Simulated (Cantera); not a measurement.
Feed: 1 mol Cu₂O, 4.2 mol CH₄, 4 mol H₂, held at 0.0160 bar.

Cantera equilibrium calculation (NASA polynomials, part measured and part estimated; ideal gas, pure solids and liquids). Candidate condensed phases: C, C₆H₆, C₇H₈, C₈H₁₈, Cu, CuO, Cu(OH)₂, Cu₂O, H₂O; 113 gas species. Rates play no part.

Which condensed phases are stable at each of these points (T (K)): 1823, 1898, 1973, 2048, 2123, 2198, 2273, 2348, 2423?


| T (K) | condensed phases | Cu condensed (%) |
|---|---|---|
| 1823 | C(graphite) + Cu(l) | 69.0 |
| 1898 | C(graphite) + Cu(l) | 25.8 |
| 1973 | C(graphite) | 0.0 |
| 2048 | C(graphite) | 0.0 |
| 2123 | C(graphite) | 0.0 |
| 2198 | C(graphite) | 0.0 |
| 2273 | C(graphite) | 0.0 |
| 2348 | C(graphite) | 0.0 |
| 2423 | C(graphite) | 0.0 |

From 1823 K to 1898 K the condensed part is C(graphite) + Cu(l). From 1973 K to 2423 K the condensed part is C(graphite).
